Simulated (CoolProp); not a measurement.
C3F8 (R218) at 293.15 K and 0.632 MPa is throttled through a valve to 0.374 MPa with no heat exchange. Each further row changes one setting.

The numbers come from the reference Helmholtz-energy equation of state, Lemmon 2006 in CoolProp. It is a short technical equation, of lower accuracy than the large ones.

```csv
case,temperature change (K),final density (kg/m³)
as stated,-4.4,32.4
outlet pressure 0.112 MPa,-8.6,9.16
outlet pressure 0.486 MPa,-2.6,43.3
```
